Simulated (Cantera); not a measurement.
Cantera run, input and output.

```python
import numpy as np
import cantera as ct

gas = ct.Solution("SiF4_NH3_mec.yaml", "gas")
gas.TPX = 2050, 5100, {'NH3': 1, 'N2': 0.47}
reactor = ct.IdealGasConstPressureReactor(gas, energy="off", clone=False)
net = ct.ReactorNet([reactor])
net.rtol, net.atol = 1e-08, 1e-18
show = ['NH3', 'N2H2', 'N2', 'H', 'N', 'N2H4']
times = np.geomspace(1e-06, 20, 11)

steps = ct.SolutionArray(gas, extra=["t"])
rows = []
print(f"{'t/s':>10s}{'T/K':>9s}{'P/Pa':>11s}" + "".join(f"{s:>11s}" for s in show))
for t in times:
    while net.time < t:
        t_next = net.step()
        steps.append(gas.state, t=t_next)
    rows.append([np.interp(t, steps.t, y) for y in (steps.T, steps.P, *steps(*show).X.T)])
    print(f"{t:10.3e}{rows[-1][0]:9.1f}{rows[-1][1]:11.4g}" + "".join(f"{x:11.3e}" for x in rows[-1][2:]))
rate = np.gradient(steps.T, steps.t)
print("integrator steps:", len(steps.t))
if steps.T.max() > steps.T[0] + 200:
    print(f"time of steepest temperature rise: {steps.t[rate.argmax()]:.4e} s")
gas.TPX = 2050, 5100, {'NH3': 1, 'N2': 0.47}
gas.equilibrate("TP")
print(f"equilibrium (TP): T = {gas.T:.1f} K  " + "  ".join(f"{s} {gas[s].X[0]:.3e}" for s in show))
```

Result:

```
       t/s      T/K       P/Pa        NH3       N2H2         N2          H          N       N2H4
 1.000e-06   2050.0       5100  6.803e-01  3.119e-14  3.197e-01  4.164e-07  3.016e-18  2.289e-15
 5.372e-06   2050.0       5100  6.803e-01  8.024e-12  3.197e-01  7.068e-07  2.933e-15  3.584e-13
 2.885e-05   2050.0       5100  6.802e-01  1.072e-09  3.197e-01  7.135e-07  7.964e-13  1.827e-11
 1.550e-04   2050.0       5100  6.800e-01  6.076e-08  3.197e-01  7.310e-07  2.017e-10  5.797e-10
 8.326e-04   2050.0       5100  6.788e-01  2.318e-06  3.196e-01  1.467e-06  1.015e-08  1.471e-08
 4.472e-03   2050.0       5100  6.691e-01  8.640e-06  3.204e-01  9.912e-06  1.037e-07  4.726e-08
 2.402e-02   2050.0       5100  6.168e-01  7.624e-06  3.260e-01  4.719e-05  5.253e-07  3.492e-08
 1.290e-01   2050.0       5100  4.120e-01  4.264e-06  3.481e-01  2.018e-04  1.279e-06  1.660e-08
 6.931e-01   2050.0       5100  7.968e-02  5.612e-07  3.839e-01  7.377e-04  1.589e-06  1.672e-09
 3.723e+00   2050.0       5100  2.870e-05  2.728e-11  3.912e-01  7.450e-03  4.504e-07  1.732e-14
 2.000e+01   2050.0       5100  1.144e-06  9.513e-14  3.912e-01  7.839e-03  2.096e-08  3.050e-17
integrator steps: 1821
equilibrium (TP): T = 2050.0 K  NH3 2.746e-07  N2H2 4.861e-14  N2 3.912e-01  H 7.839e-03  N 5.030e-09  N2H4 1.788e-18
```

Computed with Cantera and the gas-phase N/H chemistry of the illustrative SiF4/NH3 mechanism in the Surface Chemkin manual (1991). Walls and surfaces, which speed up NH3 decomposition in real reactors, are not modelled.
